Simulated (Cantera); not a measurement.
A perfectly stirred reactor is fed with CO : H₂ : O₂ : N₂ = 1 : 0.8 : 2 : 7.52 (molar parts), at 0.220 bar; it is adiabatic with a 573 K inlet, and is followed from long to short residence time, starting on the burning branch (τ in s: 0.092, 0.04, 0.018, 0.0078, 0.0034, 0.0015, 0.00065, 0.00029, 0.00013, 5.5e-05, 2.4e-05, 1.1e-05, 4.6e-06).

Model: GRI-Mech 3.0 (53 species, 325 reactions), integrated in Cantera.

Question: What does this change do: N2 7.52 to 10 parts?

Answer: 
| quantity | before | after |
|---|---|---|
| blow-out, bracketed by the residence times tried | burning at 0.650 ms, out at 0.290 ms | burning at 1.50 ms, out at 0.650 ms |
| x(CO) at τ = 92.0 ms | 0.00369 | 0.00250 |
| x(H₂) at τ = 92.0 ms | 0.000731 | 0.000554 |
| x(O₂) at τ = 92.0 ms | 0.105 | 0.0853 |
| x(H) at τ = 92.0 ms | 0.000573 | 0.000486 |
| x(OH) at τ = 92.0 ms | 0.00361 | 0.00203 |
| x(CO) at τ = 0.650 ms | 0.0443 | 0.0725 |
| x(H₂) at τ = 0.650 ms | 0.00724 | 0.0580 |
| x(O₂) at τ = 0.650 ms | 0.124 | 0.145 |
| x(H) at τ = 0.650 ms | 0.0141 | <1e-12 |
| x(OH) at τ = 0.650 ms | 0.00285 | <1e-12 |

Question: What does this change do: pressure from 0.220 bar to 5.00 bar?

Answer: 
```
quantity                                                                        before                               after
------------------------------------------------  ------------------------------------  ----------------------------------
blow-out, bracketed by the residence times tried  burning at 0.650 ms, out at 0.290 ms  burning at 55.0 µs, out at 24.0 µs
x(CO) at τ = 92.0 ms                                                           0.00369                            0.000202
x(H₂) at τ = 92.0 ms                                                          0.000731                             2.34e-5
x(O₂) at τ = 92.0 ms                                                             0.105                               0.105
x(H) at τ = 92.0 ms                                                           0.000573                             1.88e-6
x(OH) at τ = 92.0 ms                                                           0.00361                            0.000577
x(CO) at τ = 0.650 ms                                                           0.0443                             0.00552
x(H₂) at τ = 0.650 ms                                                          0.00724                            0.000534
x(O₂) at τ = 0.650 ms                                                            0.124                               0.107
x(H) at τ = 0.650 ms                                                            0.0141                            0.000166
x(OH) at τ = 0.650 ms                                                          0.00285                             0.00222
```
The hydrogen kinetics of GRI-Mech 3.0 are dated; newer H2 mechanisms differ, most at raised pressure.

Question: What does this change do: pressure from 0.220 bar to 10.0 bar?

Answer: 
```csv
quantity,before,after
"blow-out, bracketed by the residence times tried","burning at 0.650 ms, out at 0.290 ms","burning at 55.0 µs, out at 24.0 µs"
x(CO) at τ = 92.0 ms,0.00369,0.000126
x(H₂) at τ = 92.0 ms,0.000731,1.35e-5
x(O₂) at τ = 92.0 ms,0.105,0.105
x(H) at τ = 92.0 ms,0.000573,7.15e-7
x(OH) at τ = 92.0 ms,0.00361,0.000414
x(CO) at τ = 0.650 ms,0.0443,0.00396
x(H₂) at τ = 0.650 ms,0.00724,0.000321
x(O₂) at τ = 0.650 ms,0.124,0.107
x(H) at τ = 0.650 ms,0.0141,4.62e-5
x(OH) at τ = 0.650 ms,0.00285,0.00140
```
The hydrogen kinetics of GRI-Mech 3.0 are dated; newer H2 mechanisms differ, most at raised pressure.
